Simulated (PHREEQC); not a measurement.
Solution A (0.65 mol/kgw HCl, 0.13 mol/kgw H3BO3 and 5.1e-05 mol/kgw H4SiO4) is mixed with solution B (0.024 mol/kgw KOH and 1.3e-05 mol/kgw H4SiO4) at 25 °C; shares are by mass of water, 1 kg in all. The system is closed to CO2. The run lets SiO2(a), Sylvite, Boric_acid,s, KB5O8:4H2O, K2B4O7:4H2O precipitate or redissolve, and no other solid.

Computed with PHREEQC (Pitzer model, pitzer.dat).

```tsv
share of solution B	pH	H4SiO4 (mol/kgw)	H3SiO4- (mol/kgw)
0	0.21	5.10e-5	2.84e-14
0.1	0.27	4.72e-5	___
0.2	0.33	4.34e-5	2.93e-14
0.4	___	3.58e-5	3.10e-14
0.5	0.58	3.20e-5	3.25e-14
0.6	0.69	2.82e-5	3.49e-14
0.8	___	2.06e-5	4.91e-14
0.9	1.44	1.68e-5	9.00e-14
1	12.31	2.94e-8	1.05e-5
```

**Question.** Fill in the missing entries.

**Answer.** 
- 0.1, H3SiO4- (mol/kgw): 2.88e-14
- 0.4, pH: 0.48
- 0.8, pH: 1.04

Complexes and solids missing from the database can't appear.
